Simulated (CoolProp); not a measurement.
CH2F2 (R32) at 293.15 K and 0.481 MPa flows at 1.5 m/s in a round tube of 6 mm bore and 15 µm roughness, fully developed (64/Re and Nu = 3.66 if laminar; Colebrook and Gnielinski if turbulent). Each further row changes one setting.

Computed with CoolProp (reference Helmholtz-energy equation of state, Tillner-Roth 1997).

| case | Reynolds number | Darcy friction factor | pressure drop (Pa/m) | heat-transfer coefficient (W/(m² K)) | mass flow (kg/h) |
|---|---|---|---|---|---|
| as stated | 7510 | 0.0365 | 75.2 | ? | 1.68 |
| velocity 3 m/s | 15000 | 0.0320 | 264 | ? | 3.35 |
| diameter 12 mm | 15000 | 0.0300 | 30.9 | 57.4 | ? |

Problem. Complete the blanks.

Solution. 
- as stated, heat-transfer coefficient (W/(m² K)): 65.3
- velocity 3 m/s, heat-transfer coefficient (W/(m² K)): 123
- diameter 12 mm, mass flow (kg/h): 6.71

Viscosity comes from a separate model (Bell 2016), an estimate that may be off by 10 % or more. Thermal conductivity comes from a separate model (Huber 2003), an estimate that may be off by 10 % or more.
